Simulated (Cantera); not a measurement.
Cantera run:

```python
import numpy as np
import cantera as ct

gas_names = """
    H2S H2
""".split()
cond_names = """
    Ni(cr) Ni(L) Ni3S4(s)
""".split()


def load(file, names, dense=False):
    # The tables refer to 1 bar. Condensed volumes are neglected.
    table = {s.name: s for s in ct.Species.list_from_file(file)}
    out = []
    for n in names:
        d = dict(table[n].input_data)
        d["thermo"] = dict(d["thermo"], **{"reference-pressure": 1e5})
        if dense:
            d["equation-of-state"] = {"model": "constant-volume", "density": "1e6 g/cm^3"}
        out.append(ct.Species.from_dict(d))
    return out


species = {s.name: s for s in load("nasa_gas.yaml", gas_names) + load("nasa_condensed.yaml", cond_names)}
# Each term lists the table entries of one substance; the one whose range holds T is used.
reactions = {
    '4 H2S(g) + 3 Ni = Ni3S4 + 4 H2(g)':
        [(-4, ['H2S']), (-3, ['Ni(cr)', 'Ni(L)']), (1, ['Ni3S4(s)']), (4, ['H2'])],
}


def pick(names, T):
    return next(species[n] for n in names if species[n].thermo.min_temp <= T <= species[n].thermo.max_temp)


results = []
for label, terms in reactions.items():
    print(label)
    print("     T/K   dH/kJ  dS/(J/K)   dG/kJ   log10 K")
    for T in [300, 448, 473, 498, 523, 548, 573, 598]:
        used = [(nu, pick(names, T)) for nu, names in terms]
        dH = sum(nu * s.thermo.h(T) for nu, s in used) / 1e6
        dS = sum(nu * s.thermo.s(T) for nu, s in used) / 1e3
        dG = dH - T * dS / 1e3
        logK = -dG * 1e6 / (ct.gas_constant * T * np.log(10))
        results.append((label, T, dH, dS, dG, logK, [s.name for _, s in used]))
        print(f"{T:8g} {dH:8.1f} {dS:8.1f} {dG:8.1f} {logK:8.2f}")
```

Result:

```
4 H2S(g) + 3 Ni = Ni3S4 + 4 H2(g)
     T/K   dH/kJ  dS/(J/K)   dG/kJ   log10 K
     300   -219.0   -203.1   -158.1    27.52
     448   -209.0   -176.1   -130.1    15.17
     473   -207.3   -172.3   -125.8    13.89
     498   -205.5   -168.7   -121.5    12.74
     523   -203.7   -165.2   -117.3    11.72
     548   -202.0   -162.0   -113.2    10.79
     573   -200.3   -159.0   -109.2     9.96
     598   -198.7   -156.2   -105.3     9.20
```

Cantera with NASA thermochemical tables; ideal gases at 1 bar, condensed phases pure. Condensed species are held in their standard states even where they would react or evaporate.
